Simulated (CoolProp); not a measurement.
Properties of isopentane along the isobar 140 kPa (Tc = 187.2 °C, pc = 3378 kPa, ω = 0.227).

Model: reference Helmholtz-energy equation of state, Lemmon 2006, in CoolProp. It is a short technical equation, of lower accuracy than the large ones.

| T (°C) | phase | density (kg/m³) | isothermal compressibility (1/MPa) | fugacity coefficient |
|---|---|---|---|---|
| 162.25 | gas | 2.839 | 7.270 | 0.9830 |
| 171.45 | gas | 2.777 | 7.261 | 0.9841 |
| 180.65 | gas | 2.718 | 7.253 | 0.9851 |
| 189.95 | gas | 2.661 | 7.246 | 0.9861 |
| 199.15 | gas | 2.607 | 7.239 | 0.9870 |
| 208.35 | gas | 2.555 | 7.233 | 0.9878 |
| 217.65 | gas | 2.504 | 7.227 | 0.9885 |
| 226.85 | gas | 2.456 | 7.222 | 0.9892 |
